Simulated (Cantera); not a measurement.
Input: 1 mol CH3OH, 1.1 mol CO2, 6.2 mol H2, 0.93 mol O2, equilibrated at 2200 K and 75.0 Torr.

These are equilibrium values from Cantera (NASA tables, ideal gas, pure condensed phases), not measurements of a reactor. Candidate condensed phases: C, C6H6, C7H8, C8H18, H2O; 110 gas species. Equilibrium is a limit: real reactors are often held back by kinetics, nucleation or transport.

Task: What is the equilibrium state?

Result: 
```
Quantity                                    Value
--------------------------------------  ---------
x(H2)                                       0.517
x(H2O)                                      0.266
x(CO)                                       0.184
x(CO2)                                     0.0180
x(H)                                       0.0128
x(OH)                                    0.000921
x(O)                                      1.59e-5
x(O2)                                     3.45e-6
gas amount                              10.37 mol
log10 activity of C(graphite) (absent)      -5.69
```
